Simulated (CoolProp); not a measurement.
A single-stage vapour-compression cycle with the fluid: evaporating at 324.15 K (dew point), condensing at 366.15 K (bubble point), superheat 5 K, subcooling 5 K, compressor efficiency 0.85, no pressure losses. The same conditions are run with several fluids, on thermodynamics alone (safety and materials aside).

Model: reference Helmholtz-energy equation of state of each fluid (R1336mzz(E): Akasaka 2023; R227EA: Lemmon 2016; hexamethyldisiloxane (MM): Thol 2016; R11: Jacobsen 1992; cis-2-butene: Lemmon 2005; R1224YDZ: Akasaka 2023), in CoolProp.

```tsv
fluid	cooling COP	pressure ratio	discharge temperature (K)	refrigerating effect (kJ/kg)	volumetric capacity (kJ/m³)
R1336mzz(E)	4.90	2.90	366.2	84.1	2570
R227EA	3.83	2.60	367.9	48.6	3600
hexamethyldisiloxane (MM)	5.33	4.43	366.2	150	166
R11	5.78	2.91	376.7	139	1810
cis-2-butene	5.50	2.68	372.5	279	2930
R1224YDZ	5.31	2.92	366.1	109	2230
```

The compression ends wet for: R1336mzz(E); hexamethyldisiloxane (MM); R1224YDZ.
